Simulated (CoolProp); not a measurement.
Hexamethyldisiloxane (MM) along the isobar 1.01 bar: density (kg/m³) from the reference equation and from simpler models built on Tc = 518.7 K, pc = 19.31 bar, ω = 0.418; each cubic takes its own stable root.

Computed with CoolProp (reference Helmholtz-energy equation of state, Thol 2016).

| T (K) | phase | reference | van der Waals | Redlich-Kwong | Soave-Redlich-Kwong | Peng-Robinson |
|---|---|---|---|---|---|---|
| 242.7 | liquid | 816.8 | 485.3 | 721.6 | 746.5 | 838.1 |
| 268.7 | liquid | 790.3 | 472.0 | 700.0 | 729.0 | 819.5 |
| 294.6 | liquid | … | 7.126 | 676.4 | 709.2 | 798.6 |
| 320.5 | liquid | 735.8 | 6.475 | 650.4 | 686.8 | 774.7 |
| 346.5 | liquid | … | 5.938 | 6.039 | 661.1 | … |
| 372.4 | liquid | 676.4 | 5.488 | 5.556 | 631.6 | 714.9 |
| 398.3 | gas | 5.209 | 5.104 | 5.151 | 5.184 | 5.198 |
| 424.3 | gas | 4.837 | 4.771 | 4.803 | … | 4.836 |
| 450.2 | gas | 4.523 | 4.481 | 4.504 | 4.516 | 4.527 |
| 476.1 | gas | 4.252 | 4.225 | … | 4.247 | 4.257 |
| 502.1 | gas | 4.014 | 3.997 | 4.008 | 4.010 | 4.018 |
| 528 | gas | 3.803 | 3.793 | 3.801 | 3.800 | 3.807 |
| 553.9 | gas | 3.615 | 3.609 | 3.615 | 3.612 | 3.619 |

Q: What belongs in the gaps?

A: 
- 294.6, reference: 763.4
- 346.5, reference: 706.9
- 346.5, Peng-Robinson: 747.0
- 424.3, Soave-Redlich-Kwong: 4.824
- 476.1, Redlich-Kwong: 4.241

At some of these states van der Waals, Redlich-Kwong gives the other phase, because its saturation line lies elsewhere.
